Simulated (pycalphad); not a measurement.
An equivalent pycalphad script:

```python
from pycalphad import Database, equilibrium, calculate, variables as v
import numpy as np
db = Database('COST507.tdb')
comps = ['SI', 'SN', 'VA']
phases = ['BCT_A5', 'DIAMOND_A4', 'LIQUID']
eq = equilibrium(db, comps, phases, {v.X('SN'): 0.0405, v.T: np.arange(1850, 499, -25), v.P: 101325, v.N: 1}, output=['HM', 'SM'])
```

Computed with pycalphad from the COST 507 light-alloy database (1999), at 1 atm. The data set is of 1999 and partly superseded. Amounts are mole fractions of atoms.

Results at three of the temperatures:

```
T = 1150.00 K, P = 101325 Pa, N = 1 mol of atoms
G = -39801 J/mol, H = 21406 J/mol, S = 53.22 J/(mol K)  (SER reference)
chemical potentials (J/mol): Si -37765, Sn -88028
phase             fraction      x(Si)      x(Sn)
DIAMOND_A4          0.9590     1.0000   4.06e-07
LIQUID              0.0410     0.0126     0.9874
```

```
T = 925.00 K, P = 101325 Pa, N = 1 mol of atoms
G = -28461 J/mol, H = 15393 J/mol, S = 47.41 J/(mol K)  (SER reference)
chemical potentials (J/mol): Si -26908, Sn -65246
phase             fraction      x(Si)      x(Sn)
DIAMOND_A4          0.9594     1.0000    4.4e-07
LIQUID              0.0406     0.0016     0.9984
```

```
T = 700.00 K, P = 101325 Pa, N = 1 mol of atoms
G = -18563 J/mol, H = 9644 J/mol, S = 40.30 J/(mol K)  (SER reference)
chemical potentials (J/mol): Si -17484, Sn -44128
phase             fraction      x(Si)      x(Sn)
DIAMOND_A4          0.9595     1.0000   3.77e-07
LIQUID              0.0405    6.3e-05     0.9999
```

Changes of the phase set, refined by bisection:

| T (°C) | phases above | phases below |
|---|---|---|
| 1397.5 | liquid | diamond (Si) + liquid |
| 231.9 | diamond (Si) + liquid | bct (Sn) + diamond (Si) |

DIAMOND_A4 is diamond (Si).
